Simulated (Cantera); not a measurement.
An isothermal, constant-pressure homogeneous reactor starts with NO : N2 = 1 : 0.95 (molar parts), at 2075 K and 35000 Pa.

Computed with Cantera and GRI-Mech 3.0 (53 species, 325 reactions).

Q: Predict: x(NO) at 1.00 s; x(O2) at 1.00 s; x(NO2) at 1.00 s; x(N2) at 1.00 s; x(N2O) at 1.00 s; x(O) at 1.00 s.

A: 
```json
{
  "x(NO) at 1.00 s": "0.143 (gas-phase equilibrium 0.00992)",
  "x(O2) at 1.00 s": "0.184 (gas-phase equilibrium 0.251)",
  "x(NO2) at 1.00 s": "0.000121 (gas-phase equilibrium 9.79e-6)",
  "x(N2) at 1.00 s": "0.672 (gas-phase equilibrium 0.738)",
  "x(N2O) at 1.00 s": "8.32e-6 (gas-phase equilibrium 3.18e-7)",
  "x(O) at 1.00 s": "0.000860 (gas-phase equilibrium 0.000993)"
}
```
